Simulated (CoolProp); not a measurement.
A single-stage vapour-compression cycle with ethanol: evaporating at 313.15 K (dew point), condensing at 370.15 K (bubble point), superheat 10 K, subcooling 2 K, compressor efficiency 0.85, no pressure losses. Each further row changes one setting.

Model: reference Helmholtz-energy equation of state, Schroeder 2014, in CoolProp.

```csv
case,cooling COP,pressure ratio,discharge temperature (K),refrigerating effect (kJ/kg),volumetric capacity (kJ/m³)
as stated,?,11.3,438.0,763,236
evaporating temperature 318.15 K,?,8.77,?,?,303
condensing temperature 365.15 K,4.49,?,?,779,241
subcooling 7 K,4.12,11.3,438.0,779,241
superheat 20 K,4.01,11.3,448.6,779,?
compressor efficiency 0.75,3.57,11.3,450.7,763,236
```

Task: Fill in the missing entries.

Result: 
- as stated, cooling COP: 4.04
- evaporating temperature 318.15 K, cooling COP: 4.56
- evaporating temperature 318.15 K, discharge temperature (K): 431.3
- evaporating temperature 318.15 K, refrigerating effect (kJ/kg): 770
- condensing temperature 365.15 K, pressure ratio: 9.46
- condensing temperature 365.15 K, discharge temperature (K): 429.3
- superheat 20 K, volumetric capacity (kJ/m³): 233
